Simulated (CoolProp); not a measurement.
Vapour pressure (kPa) of n-hexane: the reference equation beside estimates from Tc = 507.8 K, pc = 3044 kPa, ω = 0.300.

The numbers come from the reference Helmholtz-energy equation of state, Thol 2019 in CoolProp.

| T (K) | reference | Lee-Kesler | van der Waals | Redlich-Kwong | Soave-Redlich-Kwong | Peng-Robinson |
|---|---|---|---|---|---|---|
| 285.3 | 11.20 | 10.77 | 179.0 | 30.17 | 10.95 | 11.41 |
| 291.5 | 14.99 | 14.47 | 203.8 | 38.55 | 14.68 | 15.21 |
| 297.7 | 19.77 | 19.18 | 231.0 | 48.64 | 19.40 | 19.99 |
| 303.9 | 25.74 | 25.06 | 260.5 | 60.65 | 25.30 | 25.94 |
| 310.1 | 33.08 | 32.35 | 292.5 | 74.80 | 32.58 | 33.26 |
| 316.3 | 42.03 | 41.26 | 327.0 | 91.34 | 41.48 | 42.16 |
| 322.5 | 52.82 | 52.04 | 364.3 | 110.5 | 52.24 | 52.89 |
| 328.7 | 65.71 | 64.96 | 404.2 | 132.5 | 65.12 | 65.70 |
| 334.9 | 80.98 | 80.30 | 447.0 | 157.6 | 80.41 | 80.87 |
| 341 | 98.60 | 98.05 | 491.9 | 185.5 | 98.10 | 98.37 |
| 347.2 | 119.5 | 119.1 | 540.6 | 217.5 | 119.1 | 119.1 |
| 353.4 | 143.6 | 143.5 | 592.2 | 253.3 | 143.4 | 143.1 |

Absolute difference from the reference over all 12 rows, mean and median: Lee-Kesler 1.8 and 1.7 %, van der Waals 735.1 and 633.9 %, Redlich-Kwong 117.0 and 113.3 %, Soave-Redlich-Kwong 1.2 and 1.2 %, Peng-Robinson 0.6 and 0.3 %.
